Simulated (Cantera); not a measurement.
An isothermal, constant-pressure homogeneous reactor starts with CH4 : H2O = 1 : 2.7 (molar parts), at 1625 K and 0.160 bar.

Detailed kinetics in Cantera: GRI-Mech 3.0 (53 species, 325 reactions).

x: mole fraction; the columns are a selection and need not sum to one.

```tsv
t (s)	x CH4	x H2O	x CO2	x H	x CH2	x C2H	x OH
3.00e-5	0.270	0.730	<1e-12	4.44e-7	2.46e-10	<1e-12	2.45e-7
8.50e-5	0.270	0.730	<1e-12	4.53e-7	…	<1e-12	…
0.000241	0.270	0.730	<1e-12	5.20e-7	1.27e-8	<1e-12	1.59e-6
0.000682	0.269	0.729	3.52e-11	9.00e-7	6.63e-8	<1e-12	3.64e-6
0.00193	0.266	0.729	…	…	…	5.68e-11	…
0.00548	0.250	0.722	1.13e-6	9.11e-6	4.10e-7	2.39e-9	9.48e-6
0.0155	0.209	0.698	2.17e-5	2.29e-5	3.38e-7	1.96e-8	8.73e-6
0.0440	0.147	0.656	0.000198	4.27e-5	2.57e-7	4.79e-8	7.78e-6
0.125	0.0819	0.606	0.00148	6.89e-5	1.94e-7	7.53e-8	7.41e-6
0.353	0.0392	0.543	0.00760	9.93e-5	1.36e-7	8.73e-8	7.16e-6
1.00	0.0249	0.460	0.0183	0.000116	7.72e-8	6.06e-8	5.71e-6
```

### Question
Fill in the missing entries.

### Answer

- 8.50e-5, x CH2: 1.80e-9
- 8.50e-5, x OH: 6.11e-7
- 0.00193, x CO2: 1.19e-8
- 0.00193, x H: 2.56e-6
- 0.00193, x CH2: 2.23e-7
- 0.00193, x OH: 6.81e-6
